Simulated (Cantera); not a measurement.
Source: NASA polynomial tables (part measured, part estimated), evaluated in Cantera. Values are per mole of reaction as written; species without (g) are pure solids or liquids, kept so even where they would boil at 1 bar.

Problem. Between 300 and 900 K, where is each reaction favourable under standard conditions?
- 2 CaO + 2 S → O₂(g) + 2 CaS
- 6 Ca(g) + 2 SO₃(g) → 6 CaO + S₂(g)

Solution. 
- 2 CaO + 2 S → O₂(g) + 2 CaS: ΔG° is 270 kJ at 300 K and 180 kJ at 900 K; it stays positive (K < 1). ΔH° is 301 kJ and ΔS° 134 J/K at 900 K.
- 6 Ca(g) + 2 SO₃(g) → 6 CaO + S₂(g): ΔG° is -3662 kJ at 300 K and -3100 kJ at 900 K; it stays negative (K > 1). ΔH° is -3911 kJ and ΔS° -902 J/K at 900 K.
